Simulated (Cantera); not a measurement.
Ignition delay

Mixture: CH4 : O2 : N2 = 1 : 1.05 : 3.37 (molar parts), at 5700 Torr, adiabatic and at constant volume. Ignition delay is the time to a rise of 400 K.

Computed with Cantera and GRI-Mech 3.0 (53 species, 325 reactions).

| T0 (K) | delay (ms) |
|---|---|
| 1250 | 4.00 |
| 1350 | 1.24 |
| 1450 | 0.423 |
| 1550 | 0.156 |
| 1650 | 0.0622 |
| 1750 | 0.0272 |

```yaml
apparent activation energy between 1550 and 1750 K: 200 kJ/mol
```
